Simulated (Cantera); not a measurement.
Input (Python, Cantera) and output of one run.

```python
import numpy as np
import cantera as ct

gas_names = [...]  # 109 gases of nasa_gas.yaml made of C, Cl, H, Si
cond_names = """
    C(gr) C6H6(L) C7H8(L) C8H18(L),n-octa Si(cr) Si(L) SiC(b)
""".split()


# ... load() reads the species with a 1 bar reference pressure and builds the phases ...
atoms = {
    'SiH2Cl2': {'Si': 1, 'H': 2, 'CL': 2},
    'CH4': {'C': 1, 'H': 4},
    'H2': {'H': 2},
}
top_T = {'C(gr)': 4500, 'SiC(b)': 3050}  # K; cautious upper limits of use, not melting points


# ... equilibrate(T, P, feed) seeds the gas with the atoms and calls Mixture.equilibrate('TP', solver="vcs", rtol=1e-11, max_steps=5000) ...
results = []
feed = {'SiH2Cl2': 1, 'CH4': 2.1, 'H2': 3.6}  # mol
P = 350  # Pa
for T in [1425, 1525, 1625, 1725, 1825, 1925, 2025, 2125, 2225, 2325]:
    mix = equilibrate(T, P, feed)
    results.append((T, P, feed, dict(zip(mix.species_names, mix.species_moles))))

top = {s: max(r[3][s] / sum(r[3][g] for g in gas_names) for r in results) for s in gas_names}
cols = sorted((s for s in top if top[s] > 0.0001), key=lambda s: -top[s])[:8]
seen = [c for c in cond_names if any(r[3].get(c, 0) > 1e-12 for r in results)]
print("log10 of partial pressures in bar; condensed amounts in mol")
print(f"{'T/K':>10s}" + "".join(f"{s[:9]:>10s}" for s in cols + seen))
for T, P, feed, n in results:
    ng = sum(n[g] for g in gas_names)
    print(f"{T:10.4g}" + "".join(f"{np.log10(max(n[s] / ng * P / 1e5, 1e-99)):10.3f}" for s in cols)
          + "".join(f"{n.get(c, 0):10.4g}" for c in seen))
```

Result:

```
log10 of partial pressures in bar; condensed amounts in mol
       T/K        H2       HCL         H        Si        CL      SiC2     SiCL2      Si2C     C(gr)    SiC(b)
      1425    -2.555    -3.150    -6.443   -11.064    -7.126   -14.116    -5.537   -14.152     1.109    0.9913
      1525    -2.554    -3.152    -5.903    -9.820    -6.597   -12.486    -5.331   -12.553     1.113    0.9865
      1625    -2.554    -3.156    -5.429    -8.730    -6.134   -11.060    -5.154   -11.155     1.119      0.98
      1725    -2.555    -3.161    -5.009    -7.767    -5.725    -9.802    -5.002    -9.922     1.127    0.9717
      1825    -2.556    -3.168    -4.634    -6.911    -5.363    -8.685    -4.873    -8.828     1.135    0.9614
      1925    -2.560    -3.178    -4.299    -6.146    -5.041    -7.687    -4.764    -7.851     1.145    0.9478
      2025    -2.567    -3.194    -3.999    -5.456    -4.755    -6.789    -4.675    -6.973      1.16     0.925
      2125    -2.580    -3.218    -3.730    -4.833    -4.503    -5.978    -4.610    -6.180     1.197    0.8691
      2225    -2.607    -3.260    -3.492    -4.266    -4.284    -5.242    -4.574    -5.461     1.318    0.6927
      2325    -2.663    -3.335    -3.290    -3.748    -4.105    -4.571    -4.585    -4.805     1.724   0.07566
```

These are equilibrium values from Cantera (NASA tables, ideal gas, pure condensed phases), not measurements of a reactor. The tables' values for SiCl, SiCl3 are old estimates; treat these amounts as uncertain. Gases not in the tables: Si2H6 and higher silanes.
